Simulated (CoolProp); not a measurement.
Vapour pressure (MPa) of water: the reference equation beside estimates from Tc = 373.9 °C, pc = 22.06 MPa, ω = 0.344. Clausius-Clapeyron is anchored at 123.65 °C with a constant enthalpy of vaporisation of 39.49 kJ/mol.

Values from CoolProp's reference Helmholtz-energy equation of state, Wagner 2002.

```
T (°C)  reference  Lee-Kesler  Clausius-Clapeyron  Redlich-Kwong  Soave-Redlich-Kwong  Peng-Robinson
------  ---------  ----------  ------------------  -------------  -------------------  -------------
51.75     0.01347     0.01069             0.01576        0.05278              0.01100        0.01201
69.75     0.03087     0.02588             0.03394         0.1076              0.02648        0.02830
87.75     0.06439     0.05655             0.06773         0.2008              0.05752        0.06040
105.75     0.1241      0.1132              0.1265         0.3480               0.1145         0.1185
123.65     0.2228      0.2097              0.2228         0.5658               0.2111         0.2159
141.65     0.3787      0.3655              0.3744         0.8758               0.3667         0.3715
159.65     0.6128      0.6030              0.6028          1.298               0.6034         0.6066
177.65     0.9498      0.9484              0.9343          1.853               0.9477         0.9469
```

Absolute difference from the reference over all 8 rows, mean and median: Lee-Kesler 8.6 and 7.3 %, Clausius-Clapeyron 4.8 and 1.8 %, Redlich-Kwong 178.1 and 167.2 %, Soave-Redlich-Kwong 7.6 and 6.5 %, Peng-Robinson 4.5 and 3.8 %.
